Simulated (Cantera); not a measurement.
## Equilibrium for silicon oxide and oxynitride deposition: HMDSO + NO

Feed: 1 mol HMDSO, 0.88 mol NO, at 12000 Pa.

Method: chemical equilibrium by Gibbs-energy minimisation in Cantera with the NASA 1993 tables (ideal gas, pure condensed phases). Candidate condensed phases: C, C6H6, C7H8, C8H18, H2O, Si, SiC, SiO2, Si2N2O, Si3N4; 151 gas species. The feed counts by its element totals alone. Mutual solubility and eutectic melting of coexisting phases are not modelled. The tables hold silica as quartz up to 1696 K and as liquid above; real silica turns to tridymite and cristobalite and melts near 1996 K. Kinetics and transport are ignored.

| T (K) | x H2 | x CO | x N2 | x CH4 | x SiO | x HCN | x H | n C(graphite) | n SiC(s) | n SiO2(β-quartz) | n Si2N2O(s) |
|---|---|---|---|---|---|---|---|---|---|---|---|
| 1075 | 0.995 | 1.33e-5 | 7.15e-9 | 0.00535 | 2.14e-9 | 1.34e-9 | 4.22e-8 | 5.55 | 0.400 | 0.720 | 0.440 |
| 1125 | 0.997 | 6.01e-5 | 4.68e-8 | 0.00344 | 1.43e-8 | 6.63e-9 | 1.28e-7 | 5.57 | 0.400 | 0.720 | 0.440 |
| 1175 | 0.997 | 0.000238 | 2.60e-7 | 0.00229 | 8.13e-8 | 2.86e-8 | 3.53e-7 | 5.58 | 0.401 | 0.719 | 0.440 |
| 1225 | 0.998 | 0.000842 | 1.25e-6 | 0.00157 | 4.00e-7 | 1.09e-7 | 8.99e-7 | 5.57 | 0.404 | 0.716 | 0.440 |
| 1275 | 0.996 | 0.00269 | 5.32e-6 | 0.00110 | 1.73e-6 | 3.75e-7 | 2.12e-6 | 5.55 | 0.412 | 0.708 | 0.440 |
| 1325 | 0.991 | 0.00785 | 2.02e-5 | 0.000792 | 6.70e-6 | 1.17e-6 | 4.70e-6 | 5.49 | 0.436 | 0.684 | 0.440 |
| 1375 | 0.978 | 0.0212 | 6.97e-5 | 0.000571 | 2.34e-5 | 3.33e-6 | 9.78e-6 | 5.30 | 0.498 | 0.623 | 0.439 |
| 1425 | 0.946 | 0.0532 | 0.000220 | 0.000405 | 7.49e-5 | 8.73e-6 | 1.92e-5 | 4.83 | 0.656 | 0.468 | 0.438 |
| 1475 | 0.874 | 0.125 | 0.000639 | 0.000266 | 0.000221 | 2.09e-5 | 3.50e-5 | 3.65 | 1.05 | 0.0772 | 0.433 |
| 1525 | 0.856 | 0.140 | 0.00344 | 0.000200 | 0.000304 | 6.82e-5 | 6.32e-5 | 3.33 | 1.19 | 0 | 0.403 |
| 1575 | 0.832 | 0.150 | 0.0172 | 0.000151 | 0.000397 | 0.000209 | 0.000109 | 2.88 | 1.49 | 0 | 0.253 |
x: gas mole fraction; n: condensed amount in mol.

From 1075 K to 1475 K the condensed part is C(graphite) + SiC(s) + SiO2(β-quartz) + Si2N2O(s). From 1525 K to 1575 K the condensed part is C(graphite) + SiC(s) + Si2N2O(s).
